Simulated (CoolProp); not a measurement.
Model: reference Helmholtz-energy equation of state, Fiedler 2023, in CoolProp.

Problem. For tetrahydrofuran, give the phase and the Joule-Thomson coefficient (K/MPa) at 420.4 K and 0.178 bar.

Solution. 
- 420.4 K and 0.178 bar: gas; Joule-Thomson coefficient 13.5
